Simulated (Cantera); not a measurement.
Input: 1 mol n-butane, 0.16 mol CO₂, 55 mol H₂, equilibrated at 1648.15 K.

Method: chemical equilibrium by Gibbs-energy minimisation in Cantera with the NASA 1993 tables (ideal gas, pure condensed phases). Candidate condensed phases: C, C₆H₆, C₇H₈, C₈H₁₈, H₂O; 110 gas species. The ideal-gas law is rough above about 30 bar. Equilibrium is a limit: real reactors are often held back by kinetics, nucleation or transport.

Problem. Which condensed phases are stable at each of these points (P (Pa)): 10, 56, 320, 1800, 10000, 56000, 320000, 1800000, 10000000?

Solution. 
```csv
P (Pa),condensed phases,C condensed (%)
10,C(graphite),92.2
56,C(graphite),92.2
320,C(graphite),92.2
1800,C(graphite),92.1
10000,C(graphite),92.0
56000,C(graphite),91.1
320000,C(graphite),86.1
1800000,C(graphite),59.8
10000000,gas only,0.0
```

From 0.0750 Torr to 13500 Torr the condensed part is C(graphite). At 75000 Torr nothing is condensed.
